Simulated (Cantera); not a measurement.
Feed: 1 mol Al, 460 mol NH3, 340 mol N2, held at 1.95 Torr.

These are equilibrium values from Cantera (NASA tables, ideal gas, pure condensed phases), not measurements of a reactor. Candidate condensed phases: Al, AlN; 13 gas species. Kinetics and transport are ignored. All values below are at 852 °C.

Base state: H2 0.548, N2 0.452 (mole fractions); condensed: AlN(s).

### Question
What changes in the equilibrium state with this change: NH3 from 460 to 1.8 mol?

### Answer
```csv
species,before,after
N2,0.452,0.992
H2,0.548,0.00787
"AlN(s), mol",1.00,1.00
```
